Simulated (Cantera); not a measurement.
Feed: 1 mol Si, 4.7 mol HBr, 37 mol H2, held at 713 Torr.

These are equilibrium values from Cantera (NASA tables, ideal gas, pure condensed phases), not measurements of a reactor. Candidate condensed phases: Br2, Si; 19 gas species. Rates play no part.

### Question
Which condensed phases are stable at each of these points (T (K)): 923, 948, 973, 998, 1023, 1048, 1073, 1098, 1123, 1148?

### Answer
```
T (K)  condensed phases  Si condensed (%)
-----  ----------------  ----------------
923            gas only               0.0
948            gas only               0.0
973            gas only               0.0
998            gas only               0.0
1023           gas only               0.0
1048           gas only               0.0
1073           gas only               0.0
1098              Si(s)               2.5
1123              Si(s)               6.0
1148              Si(s)               9.6
```

From 923 K to 1073 K nothing is condensed. From 1098 K to 1148 K the condensed part is Si(s).
